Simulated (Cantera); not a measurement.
What does this Cantera script print?

```python
import numpy as np
import cantera as ct

gas_names = """
    Br Br2 H HBr H2 Si SiBr SiBr2 SiBr3 SiBr4 SiH SiHBr3 SiH2 SiH2Br2 SiH3 SiH3Br SiH4 Si2 Si3
""".split()
cond_names = """
    Br2(cr) Br2(L) Si(cr) Si(L)
""".split()


# ... load() reads the species with a 1 bar reference pressure and builds the phases ...
atoms = {
    'Si': {'Si': 1},
    'Br2': {'Br': 2},
    'H2': {'H': 2},
}
top_T = {}  # K; cautious upper limits of use, not melting points


# ... equilibrate(T, P, feed) seeds the gas with the atoms and calls Mixture.equilibrate('TP', solver="vcs", rtol=1e-11, max_steps=5000) ...
results = []
feed = {'Si': 1, 'Br2': 9.4, 'H2': 0.12}  # mol
T = 1048.15  # K
P = 1000  # Pa
mix = equilibrate(T, P, feed)
results.append((T, P, feed, dict(zip(mix.species_names, mix.species_moles))))
print(gas.report(threshold=0.001))
for i in range(1, mix.n_phases):
    print(f"{mix.phase(i).name:16s} {mix.phase_moles(i):12.5e} mol")
```

It prints:

```
       temperature   1048.2 K
          pressure   1000 Pa
           density   0.019719 kg/m^3
  mean mol. weight   171.85 kg/kmol
   phase of matter   gas

                          1 kg             1 kmol
                     ---------------   ---------------
          enthalpy        1.0726e+05        1.8432e+07  J
   internal energy             56544         9.717e+06  J
           entropy            2046.9        3.5175e+05  J/K
    Gibbs function       -2.0382e+06       -3.5026e+08  J
 heat capacity c_p            255.85             43967  J/K
 heat capacity c_v            207.46             35653  J/K

                      mass frac. Y      mole frac. X     chem. pot. / RT
                     ---------------   ---------------   ---------------
                Br          0.040325          0.086727           -16.622
               Br2           0.71981           0.77404           -33.243
               HBr          0.012688          0.026947            -38.23
             SiBr4           0.22718           0.11228           -106.76
     [  +15 minor]        5.0124e-07        3.2247e-07

Br2(L)            0.00000e+00 mol
Si(cr)            0.00000e+00 mol
```

Cantera equilibrium calculation (NASA polynomials, part measured and part estimated; ideal gas, pure solids and liquids).
